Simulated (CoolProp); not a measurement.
A simple Rankine cycle with dimethyl ether: condensing at 302.15 K, boiler at 1.97 MPa, turbine inlet 362.1 K, turbine efficiency 0.75, pump efficiency 0.8, no recuperator. Each further row changes one setting.

Computed with CoolProp (reference Helmholtz-energy equation of state, Wu 2011).

```tsv
case	thermal efficiency (%)	net work (kJ/kg)	heat in (kJ/kg)	turbine exit temperature (K)	volume ratio over the turbine
as stated	?	38.9	460	?	?
turbine inlet 382.1 K	8.6	43.3	501	?	2.94
condensing temperature 294.15 K	9.9	47.2	?	309.5	3.74
boiler pressure 1.38 MPa	6.1	29.0	478	334.2	2.05
turbine efficiency 0.65	7.3	33.4	460	320.7	3.04
```

Problem. What belongs in the gaps?

Solution. 
- as stated, thermal efficiency (%): 8.5
- as stated, turbine exit temperature (K): 317.5
- as stated, volume ratio over the turbine: 2.99
- turbine inlet 382.1 K, turbine exit temperature (K): 339.3
- condensing temperature 294.15 K, heat in (kJ/kg): 479
